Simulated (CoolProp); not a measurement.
Properties of R1336mzz(Z) along the isobar 0.101 MPa (Tc = 171.3 °C, pc = 2.904 MPa, ω = 0.386).

Computed with CoolProp (reference Helmholtz-energy equation of state, McLinden 2020).

| T (°C) | phase | density (kg/m³) | cv (kJ/(kg K)) | isothermal compressibility (1/MPa) | expansivity (1/kK) |
|---|---|---|---|---|---|
| 35.25 | gas | 6.807 | 0.8276 | 10.46 | (withheld) |
| 51.95 | gas | 6.392 | (withheld) | (withheld) | 3.605 |
| 68.65 | gas | 6.033 | 0.8825 | 10.26 | (withheld) |
| 85.35 | gas | 5.718 | 0.9072 | (withheld) | 3.096 |
| 102.05 | gas | 5.439 | 0.9304 | 10.14 | 2.906 |
| 118.75 | gas | 5.188 | (withheld) | 10.11 | 2.745 |
| 135.45 | gas | 4.962 | 0.9731 | 10.07 | 2.605 |
| 152.15 | gas | 4.756 | (withheld) | 10.05 | 2.481 |
| 168.85 | gas | 4.567 | 1.011 | 10.03 | 2.371 |
| 185.55 | gas | 4.393 | (withheld) | 10.01 | 2.272 |
| 202.25 | gas | 4.233 | 1.046 | 9.999 | 2.182 |

### Question
Fill in the missing entries.

### Answer

- 35.25, expansivity (1/kK): 3.962
- 51.95, cv (kJ/(kg K)): 0.8561
- 51.95, isothermal compressibility (1/MPa): 10.34
- 68.65, expansivity (1/kK): 3.324
- 85.35, isothermal compressibility (1/MPa): 10.19
- 118.75, cv (kJ/(kg K)): 0.9524
- 152.15, cv (kJ/(kg K)): 0.9928
- 185.55, cv (kJ/(kg K)): 1.029
